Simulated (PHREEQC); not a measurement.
A solution holds 0.0045 mol Al2(SO4)3, 0.0021 mol CuCl2, 0.0023 mol H2SO4 and 0.091 mol NaCl per kg of water, at 30 °C. Closed to the air; pH follows from the charge balance.

Model: ion-association model, wateq4f.dat, run in PHREEQC.

No solid was allowed to form.

Question: Estimate the pH, ionic strength.

Answer: pH 2.54; ionic strength 0.130 mol/kgw.

Question: In which forms is S present?

Answer: SO4-2 45 %, AlSO4+ 34 %, NaSO4- 7.1 %, HSO4- 6.4 %, Al(SO4)2- 5.3 %, CuSO4 1.9 % of the S.
